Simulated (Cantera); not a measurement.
Feed: 1 mol Si(CH3)4, 0.024 mol C3H8, 13 mol H2, held at 88.0 mbar.

Cantera equilibrium calculation (NASA polynomials, part measured and part estimated; ideal gas, pure solids and liquids). Candidate condensed phases: C, C6H6, C7H8, C8H18, Si, SiC; 87 gas species. Gases not in the tables: Si2H6 and higher silanes. The numbers say what is thermodynamically allowed, not how fast it happens.

x: gas mole fraction; n: condensed amount in mol.

```json
[
 {"T (K)": "1773", "x H2": "0.999", "x H": "0.000958", "x C2H2 (acetylene)": "0.000140", "x Si": "5.14e-7", "x CH4": "…", "x SiH": "1.88e-7", "x SiH2": "5.24e-7", "n C(graphite)": "3.07", "n SiC(s)": "1.000"},
 {"T (K)": "1823", "x H2": "0.998", "x H": "0.00146", "x C2H2 (acetylene)": "0.000211", "x Si": "1.34e-6", "x CH4": "…", "x SiH": "4.25e-7", "x SiH2": "9.37e-7", "n C(graphite)": "3.06", "n SiC(s)": "1.000"},
 {"T (K)": "1873", "x H2": "0.997", "x H": "0.00217", "x C2H2 (acetylene)": "0.000311", "x Si": "3.33e-6", "x CH4": "…", "x SiH": "9.18e-7", "x SiH2": "1.62e-6", "n C(graphite)": "3.06", "n SiC(s)": "1.000"},
 {"T (K)": "1923", "x H2": "0.996", "x H": "0.00317", "x C2H2 (acetylene)": "0.000450", "x Si": "7.86e-6", "x CH4": "…", "x SiH": "1.90e-6", "x SiH2": "2.73e-6", "n C(graphite)": "3.05", "n SiC(s)": "1.000"},
 {"T (K)": "1973", "x H2": "0.995", "x H": "0.00454", "x C2H2 (acetylene)": "0.000637", "x Si": "1.78e-5", "x CH4": "…", "x SiH": "3.80e-6", "x SiH2": "4.48e-6", "n C(graphite)": "3.05", "n SiC(s)": "0.999"},
 {"T (K)": "2023", "x H2": "0.993", "x H": "0.00638", "x C2H2 (acetylene)": "0.000887", "x Si": "3.86e-5", "x CH4": "…", "x SiH": "7.33e-6", "x SiH2": "7.15e-6", "n C(graphite)": "3.04", "n SiC(s)": "0.999"},
 {"T (K)": "2073", "x H2": "0.990", "x H": "0.00882", "x C2H2 (acetylene)": "0.00121", "x Si": "8.06e-5", "x CH4": "…", "x SiH": "1.37e-5", "x SiH2": "1.12e-5", "n C(graphite)": "3.03", "n SiC(s)": "0.998"},
 {"T (K)": "2123", "x H2": "0.986", "x H": "0.0120", "x C2H2 (acetylene)": "0.00163", "x Si": "0.000163", "x CH4": "…", "x SiH": "2.47e-5", "x SiH2": "1.70e-5", "n C(graphite)": "3.01", "n SiC(s)": "0.996"}
]
```

Fill in the missing entries.


- 1773, x CH4: 7.40e-5
- 1823, x CH4: 6.26e-5
- 1873, x CH4: 5.34e-5
- 1923, x CH4: 4.59e-5
- 1973, x CH4: 3.98e-5
- 2023, x CH4: 3.46e-5
- 2073, x CH4: 3.04e-5
- 2123, x CH4: 2.67e-5
